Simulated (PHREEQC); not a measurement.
Make-up at 80 °C: 0.0044 mol/kgw H2SO4, 0.00056 mol/kgw Li2SO4 and 0.00025 mol/kgw MgSO4. Closed to the air; pH follows from the charge balance.

All values are PHREEQC results (ion-association model, phreeqc.dat), not measurements.

- pH = 2.28
- ionic strength = 0.00935 mol/kgw
- specific conductance = 5870 µS/cm
- total alkalinity = -8.80 meq/kg

```
species  molality  activity   log γ
-------  --------  --------  ------
H+        0.00574   0.00520  -0.043
HSO4-     0.00306   0.00274  -0.049
SO4-2     0.00204   0.00132  -0.190
Li+       0.00111   0.00100  -0.046
Mg+2     0.000150   9.79e-5  -0.185
MgSO4     9.99e-5  0.000100   0.001
```

This is a speciation only: nothing precipitates in the calculation. Constants without temperature data keep their 25 °C values here.
